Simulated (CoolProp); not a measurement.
Vapour-liquid equilibrium of methanol (1) + hexamethyldisiloxane (MM) (2) at 153.25 °C; x and y are mole fractions of (1).

The numbers come from the multi-fluid Helmholtz-energy mixture model, de Reuck 1993 and Thol 2016; pair parameters Bell 2016 in CoolProp.

| x | bubble pressure (MPa) | y at the bubble point | dew pressure at overall composition x (MPa) | liquid density (mol/L) |
|---|---|---|---|---|
| 0.05 | ? | 0.187 | 0.3952 | ? |
| 0.15 | 0.6220 | 0.420 | 0.4402 | 4.289 |
| 0.25 | ? | ? | 0.4955 | 4.762 |
| 0.35 | 0.9114 | 0.649 | 0.5640 | 5.345 |
| 0.45 | 1.029 | 0.714 | 0.6508 | 6.083 |
| 0.55 | 1.131 | 0.765 | 0.7639 | ? |
| 0.65 | 1.220 | 0.811 | 0.9133 | 8.350 |
| 0.75 | ? | ? | 1.101 | 10.17 |
| 0.85 | 1.381 | 0.910 | 1.288 | 12.85 |
| 0.95 | 1.463 | 0.970 | 1.435 | 17.00 |

Problem. What belongs in the gaps?

Solution. 
- 0.05, bubble pressure (MPa): 0.4592
- 0.05, liquid density (mol/L): 3.897
- 0.25, bubble pressure (MPa): 0.7750
- 0.25, y at the bubble point: 0.558
- 0.55, liquid density (mol/L): 7.048
- 0.75, bubble pressure (MPa): 1.302
- 0.75, y at the bubble point: 0.858

No azeotrope shows between x = 0.05 and 0.95.

The pair parameters rest on a limited set of measurements; away from them the model extrapolates.
